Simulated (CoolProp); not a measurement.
Nitrous oxide at 293.15 K and 4.2 MPa is compressed adiabatically to 19.1 MPa with isentropic efficiency 0.75. Each further row changes one setting.

Model: reference Helmholtz-energy equation of state, Lemmon 2006, in CoolProp. It is a short technical equation, of lower accuracy than the large ones.

| case | work (kJ/kg) | final temperature (K) | final density (kg/m³) |
|---|---|---|---|
| as stated | 92.5 | ___ | ___ |
| efficiency 1 | 69.4 | 419.6 | 335 |
| efficiency 0.65 | ___ | 442.3 | 294 |

### Question
Some entries are withheld; supply them.

### Answer

- as stated, final temperature (K): 433.4
- as stated, final density (kg/m³): 308
- efficiency 0.65, work (kJ/kg): 107
